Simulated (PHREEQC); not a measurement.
Consider water at 30 °C with 0.037 mol CuSO4, 0.29 mol ZnCl2 and 0.03 mol NaHCO3 per kg of water. Closed to the air; pH follows from the charge balance.

Equilibrium calculation in PHREEQC: ion-association model, wateq4f.dat.

No solid was allowed to form.

Question: Order these Cu species by the share of Cu that they hold, largest first: CuCl+, Cu+2, CuHCO3+, Cu2(OH)2+2, CuSO4.

Answer: Cu+2 (49 %), CuCl+ (17 %), CuHCO3+ (15 %), Cu2(OH)2+2 (9.0 %), CuSO4 (4.6 %)

The pH is 5.84 and the ionic strength 0.722 mol/kgw. Examples of supersaturated solids here: Atacamite, Malachite. Others may be too. Ionic strength above about 0.7 mol/kgw puts this run outside the model's range. Complexes and solids missing from the database can't appear.
